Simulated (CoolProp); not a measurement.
A single-stage vapour-compression cycle with the fluid: evaporating at 230.15 K (dew point), condensing at 268.15 K (bubble point), superheat 8 K, subcooling 8 K, compressor efficiency 0.7, no pressure losses. The same conditions are run with several fluids, on thermodynamics alone (safety and materials aside).

Values from CoolProp's reference Helmholtz-energy equation of state of each fluid (trans-2-butene: Lemmon 2005; hydrogen sulfide: Lemmon 2006; R134a: Tillner-Roth 1994; R125: Lemmon 2005; R143a: Lemmon and Jacobsen 2000; carbonyl sulfide: Lemmon 2006).

```csv
fluid,cooling COP,pressure ratio,discharge temperature (K),refrigerating effect (kJ/kg),volumetric capacity (kJ/m³)
trans-2-butene,3.92,6.16,307.4,390,146
hydrogen sulfide,3.65,3.93,370.4,473,1910
R134a,3.85,5.58,306.0,195,448
R125,3.76,4.42,292.1,132,1080
R143a,3.79,4.29,301.3,189,1040
carbonyl sulfide,3.74,4.00,348.3,273,1190
```
